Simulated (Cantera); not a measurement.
An adiabatic, constant-volume homogeneous reactor starts with CH3OH : O2 : N2 = 1 : 1.56 : 17.2 (molar parts), equivalence ratio 0.96, at 1775 K and 7.90 bar. Integrator tolerance rtol = 1e-08.

Cantera simulation using GRI-Mech 3.0 (53 species, 325 reactions); the numbers are that mechanism's predictions, not measurements. GRI-Mech 3.0 was tuned for natural gas; its chemistry of methanol as a main component is partial and can be far from experiment.

Question: What does this change do: O2 1.56 to 0.66 parts?

Answer: 
```json
[
 {"quantity": "time of steepest temperature rise", "before": "6.66 µs", "after": "8.73 µs"},
 {"quantity": "temperature at 6.00 s", "before": "2678 K", "after": "2210 K"},
 {"quantity": "equilibrium temperature", "before": "2678 K", "after": "2210 K"},
 {"quantity": "x(CH3OH) at 6.00 s", "before": "<1e-12 (gas-phase equilibrium <1e-12)", "after": "<1e-12 (gas-phase equilibrium <1e-12)"},
 {"quantity": "x(O2) at 6.00 s", "before": "0.00660 (gas-phase equilibrium 0.00660)", "after": "2.35e-7 (gas-phase equilibrium 2.35e-7)"},
 {"quantity": "x(C2H6) at 6.00 s", "before": "<1e-12 (gas-phase equilibrium <1e-12)", "after": "<1e-12 (gas-phase equilibrium <1e-12)"},
 {"quantity": "x(CH4) at 6.00 s", "before": "<1e-12 (gas-phase equilibrium <1e-12)", "after": "7.97e-11 (gas-phase equilibrium 8.96e-11)"},
 {"quantity": "x(H2) at 6.00 s", "before": "0.00424 (gas-phase equilibrium 0.00424)", "after": "0.0432 (gas-phase equilibrium 0.0432)"}
]
```

Question: What does this change do: 1.9 parts CO2 added?

Answer: 
| quantity | before | after |
|---|---|---|
| time of steepest temperature rise | 6.66 µs | 6.97 µs |
| temperature at 6.00 s | 2678 K | 2538 K |
| equilibrium temperature | 2678 K | 2538 K |
| x(CH3OH) at 6.00 s | <1e-12 (gas-phase equilibrium <1e-12) | <1e-12 (gas-phase equilibrium <1e-12) |
| x(O2) at 6.00 s | 0.00660 (gas-phase equilibrium 0.00660) | 0.00835 (gas-phase equilibrium 0.00835) |
| x(C2H6) at 6.00 s | <1e-12 (gas-phase equilibrium <1e-12) | <1e-12 (gas-phase equilibrium <1e-12) |
| x(CH4) at 6.00 s | <1e-12 (gas-phase equilibrium <1e-12) | <1e-12 (gas-phase equilibrium <1e-12) |
| x(H2) at 6.00 s | 0.00424 (gas-phase equilibrium 0.00424) | 0.00196 (gas-phase equilibrium 0.00196) |
